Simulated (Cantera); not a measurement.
# Ignition delay

Mixture: 13.6 % CH₄, 18.1 % O₂, 68.3 % N₂, equivalence ratio 1.5, at 6.30 bar, adiabatic and at constant pressure. Ignition delay is the time to a rise of 400 K.

Computed with Cantera and GRI-Mech 3.0 (53 species, 325 reactions).

```
T0 (K)  delay (ms)
------  ----------
1100          37.2
1175          13.5
1250          5.24
1325          2.16
1400         0.943
1475         0.430
1550         0.205
```

```yaml
apparent activation energy between 1400 and 1550 K: 180 kJ/mol
```
